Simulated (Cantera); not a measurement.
A freely propagating, adiabatic, planar premixed flame of C3H8 : O2 : N2 = 1 : 6.49 : 22.1 (molar parts), equivalence ratio 0.77, unburnt at 375 K and 0.100 bar; mixture-averaged transport, grid criteria slope 0.08 and curve 0.16, no radiation.

Cantera simulation using GRI-Mech 3.0 (53 species, 325 reactions); the numbers are that mechanism's predictions, not measurements. GRI-Mech 3.0 was tuned for natural gas; its chemistry of propane as a main component is partial and can be far from experiment. Burning velocities carry a grid error of a few per cent, more on coarse grids.

**Question.** How do the results move with these cheaper or finer settings: unity-Lewis-number transport; multicomponent transport; multicomponent+Soret transport; grid criteria slope 0.5, curve 1; grid criteria slope 0.25, curve 0.5; grid criteria slope 0.03, curve 0.06?

**Answer.** 
```
setting                               laminar burning velocity  thermal thickness  peak x(CH2CO)  peak x(C2H2)  grid points
------------------------------------  ------------------------  -----------------  -------------  ------------  -----------
as above                                             92.4 cm/s            2.52 mm       0.000939      0.000617          152
unity-Lewis-number transport                         62.5 cm/s            3.09 mm       0.000620      0.000338          140
multicomponent transport                             92.3 cm/s            2.55 mm       0.000942      0.000620          152
multicomponent+Soret transport                       91.6 cm/s            2.54 mm       0.000942      0.000613          152
grid criteria slope 0.5, curve 1                      100 cm/s            2.85 mm       0.000921      0.000612           52
grid criteria slope 0.25, curve 0.5                  95.6 cm/s            2.65 mm       0.000928      0.000609           68
grid criteria slope 0.03, curve 0.06                 90.7 cm/s            2.50 mm       0.000940      0.000606          363
```
The base run took roughly 29 core-seconds.
Unity Lewis numbers drop preferential diffusion, which matters most where H2 and H carry the flame; Soret adds thermal diffusion.
